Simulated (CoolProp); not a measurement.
The numbers come from the reference Helmholtz-energy equation of state, Thol 2021 in CoolProp.

Task: For chlorine, give the phase and the cv (kJ/(kg K)), speed of sound (m/s), Joule-Thomson coefficient (K/MPa) at 96.15 °C and 7.16 MPa.

Result: 
- 96.15 °C and 7.16 MPa: liquid; cv 0.486, speed of sound 540, Joule-Thomson coefficient 0.314
